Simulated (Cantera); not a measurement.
An isothermal, constant-pressure homogeneous reactor starts with NO : N₂ = 1 : 5.5 (molar parts), at 1750 K and 1.58 atm. Integrator tolerance rtol = 1e-08.

Cantera simulation using GRI-Mech 3.0 (53 species, 325 reactions); the numbers are that mechanism's predictions, not measurements.

| quantity | before | after |
|---|---|---|
| x(NO) at 10.0 s | 0.0825 (gas-phase equilibrium 0.00228) | 0.135 (gas-phase equilibrium 0.00398) |
| x(O₂) at 10.0 s | 0.0356 (gas-phase equilibrium 0.0758) | 0.247 (gas-phase equilibrium 0.312) |
| x(O) at 10.0 s | 1.14e-5 (gas-phase equilibrium 1.64e-5) | 2.97e-5 (gas-phase equilibrium 3.33e-5) |
| x(N₂) at 10.0 s | 0.882 (gas-phase equilibrium 0.922) | 0.618 (gas-phase equilibrium 0.684) |
| x(NO₂) at 10.0 s | 0.000121 (gas-phase equilibrium 4.82e-6) | 0.000515 (gas-phase equilibrium 1.71e-5) |
| x(N₂O) at 10.0 s | 2.94e-6 (gas-phase equilibrium 1.80e-7) | 7.47e-6 (gas-phase equilibrium 2.72e-7) |

**Question.** Name the change that produced these shifts.
A) temperature 1750 to 1500 K
B) pressure from 1.58 atm to 0.0263 atm
C) N2 5.5 to 0.59 parts
D) temperature 1750 to 2000 K

**Answer.** C, N2 5.5 to 0.59 parts
